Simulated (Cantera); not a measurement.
A perfectly stirred reactor is fed with 19.7 % CH₄, 79.0 % H₂, 1.26 % H, at 0.0365 atm; it is held at 1273 K, and followed from long to short residence time.

Model: GRI-Mech 3.0 (53 species, 325 reactions), integrated in Cantera. GRI-Mech 3.0 stops at C3 and has no aromatics, soot or wall deposition, so with more carbon than oxygen in the feed, carbon stays in small species such as C2H2 where larger ones or solid carbon would form. Radical loss at walls, strong at low pressure, is not modelled.

Predict: x(CH₄) at τ = 1.10 s; x(H₂) at τ = 1.10 s; x(H) at τ = 1.10 s; x(CH₃) at τ = 1.10 s; x(C₂H₂) at τ = 1.10 s; x(CH₄) at τ = 18.0 ms; x(H₂) at τ = 18.0 ms; x(H) at τ = 18.0 ms; x(CH₃) at τ = 18.0 ms; x(C₂H₂) at τ = 18.0 ms.


```
Quantity                  Result
----------------------  --------
x(CH₄) at τ = 1.10 s       0.186
x(H₂) at τ = 1.10 s        0.808
x(H) at τ = 1.10 s       2.41e-5
x(CH₃) at τ = 1.10 s    0.000107
x(C₂H₂) at τ = 1.10 s    0.00293
x(CH₄) at τ = 18.0 ms      0.190
x(H₂) at τ = 18.0 ms       0.805
x(H) at τ = 18.0 ms     0.000178
x(CH₃) at τ = 18.0 ms   0.000788
x(C₂H₂) at τ = 18.0 ms  0.000408
```
